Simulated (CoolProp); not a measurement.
A Linde-Hampson liquefier for normal hydrogen: isothermal reversible compression at 200 K from 1 atm to 10 MPa, throttling to 1 atm, return gas leaving the recuperator 10 K below the feed. Each further row changes one setting.

Values from CoolProp's reference Helmholtz-energy equation of state, Leachman 2009.

| case | compression work (kJ/kg of gas) |
|---|---|
| as stated | 3850 |
| high pressure 20 MPa | 4480 |
| warm-end temperature 230 K | 4420 |
| warm-end gap 15 K | 3850 |
